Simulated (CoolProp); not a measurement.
Vapour-liquid equilibrium of benzene (1) + ethylbenzene (2) at 0.449 bar; x and y are mole fractions of (1).

The numbers come from the multi-fluid Helmholtz-energy mixture model, Thol 2012 and Zhou 2012; pair parameters Bell 2016 in CoolProp.

```
x     bubble temperature (K)  y at the bubble point  dew temperature at overall composition x (K)  liquid density (mol/L)
----  ----------------------  ---------------------  --------------------------------------------  ----------------------
0.05                   376.7                  0.182                                         380.2                   7.563
0.15                   368.3                  0.446                                         377.6                   7.861
0.25                   361.0                  0.622                                         374.7                   8.163
0.35                   354.8                  0.742                                         371.6                   8.472
0.45                   349.3                  0.825                                         368.1                   8.790
0.55                   344.4                  0.884                                         364.2                   9.118
0.65                   340.2                  0.927                                         359.7                   9.458
0.75                   336.4                  0.957                                         354.3                   9.811
0.85                   333.1                  0.978                                         347.4                   10.18
0.95                   330.2                  0.994                                         337.3                   10.56
```

No azeotrope shows between x = 0.05 and 0.95.

The pair parameters rest on a limited set of measurements; away from them the model extrapolates.
